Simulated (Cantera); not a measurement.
A closed system holds: 1 mol HMDSO, 2.1 mol CO2, 16 mol N2, held at 75000 Pa.

Cantera equilibrium calculation (NASA polynomials, part measured and part estimated; ideal gas, pure solids and liquids). Candidate condensed phases: C, C6H6, C7H8, C8H18, H2O, Si, SiC, SiO2, Si2N2O, Si3N4; 151 gas species. The feed counts by its element totals alone. N2 is the only nitrogen source here; it is nearly inert below about 1500 K, so the nitride shown seldom forms there in practice. Mutual solubility and eutectic melting of coexisting phases are not modelled. The tables hold silica as quartz up to 1696 K and as liquid above; real silica turns to tridymite and cristobalite and melts near 1996 K. Equilibrium is a limit: real reactors are often held back by kinetics, nucleation or transport.

Which condensed phases are stable at each of these points (T (°C)): 252, 352, 452, 552, 652, 752, 852, 952, 1052, 1152, 1252, 1352, 1452, 1552?


| T (°C) | condensed phases | Si condensed (%) |
|---|---|---|
| 252 | C(graphite) + SiO2(α-quartz) | 100.0 |
| 352 | C(graphite) + SiO2(α-quartz) | 100.0 |
| 452 | C(graphite) + SiO2(α-quartz) | 100.0 |
| 552 | C(graphite) + SiO2(α-quartz) | 100.0 |
| 652 | C(graphite) + SiO2(β-quartz) | 100.0 |
| 752 | C(graphite) + SiO2(β-quartz) | 100.0 |
| 852 | C(graphite) + SiO2(β-quartz) | 100.0 |
| 952 | C(graphite) + SiO2(β-quartz) | 100.0 |
| 1052 | C(graphite) + SiO2(β-quartz) + Si2N2O(s) | 100.0 |
| 1152 | C(graphite) + Si2N2O(s) | 100.0 |
| 1252 | C(graphite) + Si2N2O(s) | 100.0 |
| 1352 | C(graphite) + Si2N2O(s) | 100.0 |
| 1452 | C(graphite) + Si2N2O(s) | 99.8 |
| 1552 | C(graphite) + Si2N2O(s) | 98.8 |

From 252 °C to 552 °C the condensed part is C(graphite) + SiO2(α-quartz). From 652 °C to 952 °C the condensed part is C(graphite) + SiO2(β-quartz). At 1052 °C the condensed part is C(graphite) + SiO2(β-quartz) + Si2N2O(s). From 1152 °C to 1552 °C the condensed part is C(graphite) + Si2N2O(s).
